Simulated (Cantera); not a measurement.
A closed system holds: 1 mol CuO, 0.52 mol C, 2.4 mol H₂, held at 1723.15 K and 1.30 bar.

Equilibrium computed with Cantera from the NASA thermochemical tables; the gas is ideal and each condensed phase is pure. Candidate condensed phases: C, C₆H₆, C₇H₈, C₈H₁₈, Cu, CuO, Cu(OH)₂, Cu₂O, H₂O; 113 gas species. The numbers say what is thermodynamically allowed, not how fast it happens.

Base state: H₂ 0.668, CO 0.167, H₂O 0.153, CO₂ 0.0109, Cu 0.000164, H 0.000131 (mole fractions); condensed: Cu(l).

**Question.** What changes in the equilibrium state with this change: C from 0.52 to 1.4 mol?

**Answer.** 
```json
[
 {"species": "H₂", "before": "0.668", "after": "0.705"},
 {"species": "CO", "before": "0.167", "after": "0.294"},
 {"species": "CH₄", "before": "2.35e-7", "after": "0.000649"},
 {"species": "H₂O", "before": "0.153", "after": "0.000114"},
 {"species": "CO₂", "before": "0.0109", "after": "1.36e-5"},
 {"species": "Cu", "before": "0.000164", "after": "0.000164"},
 {"species": "C₂H₂ (acetylene)", "before": "<1e-9", "after": "6.39e-5"},
 {"species": "H", "before": "0.000131", "after": "0.000134"},
 {"species": "Cu(l), mol", "before": "1.000", "after": "0.999"},
 {"species": "C(graphite), mol", "before": "0", "after": "0.398"}
]
```

**Question.** What changes in the equilibrium state with this change: CuO replaced by Fe₃O₄?

**Answer.** 
```json
[
 {"species": "H₂", "before": "0.668", "after": "0.561"},
 {"species": "H₂O", "before": "0.153", "after": "0.261"},
 {"species": "CO", "before": "0.167", "after": "0.157"},
 {"species": "CO₂", "before": "0.0109", "after": "0.0209"},
 {"species": "Fe(OH)₂", "before": "0", "after": "2.39e-5"},
 {"species": "Cu", "before": "0.000164", "after": "0"},
 {"species": "H", "before": "0.000131", "after": "0.000120"},
 {"species": "Cu(l), mol", "before": "1.000", "after": "0"},
 {"species": "Fe(δ), mol", "before": "0", "after": "0.344"},
 {"species": "FeO(l), mol", "before": "0", "after": "2.66"}
]
```
Mutual solubility and eutectic melting of coexisting phases are not modelled. The tables' stoichiometric FeO is somewhat more stable than real wüstite, so its field is too wide. FeO: taken at fixed stoichiometry. Further candidate phases: Fe, Fe(CO)₅, FeO, Fe(OH)₂, Fe(OH)₃, Fe₂O₃, Fe₃O₄.
